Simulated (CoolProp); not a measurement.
The fluid at 276.17 K and 0.361 MPa expands adiabatically to 0.157 MPa with isentropic efficiency 0.7. The same conditions are run with several fluids, on thermodynamics alone (safety and materials aside).

Model: reference Helmholtz-energy equation of state of each fluid (C3F8 (R218): Lemmon 2006; carbon dioxide: Span 1996; CF4 (R14): Platzer 1990; methane: Setzmann 1991; CH3F (R41): Lemmon 2006), in CoolProp. The equations of Platzer and Polt are older, rougher fits.

Task: Rank C3F8 (R218), carbon dioxide, CF4 (R14), methane, CH3F (R41) by work (kJ/kg), highest first.

Result: methane (75.0), CH3F (R41) (34.4), carbon dioxide (27.0), CF4 (R14) (14.1), C3F8 (R218) (6.35)

| fluid | final temperature (K) | final density (kg/m³) |
|---|---|---|
| C3F8 (R218) | 263.9 | 14.2 |
| carbon dioxide | 240.4 | 3.51 |
| CF4 (R14) | 253.0 | 6.64 |
| methane | 240.5 | 1.27 |
| CH3F (R41) | 240.3 | 2.75 |
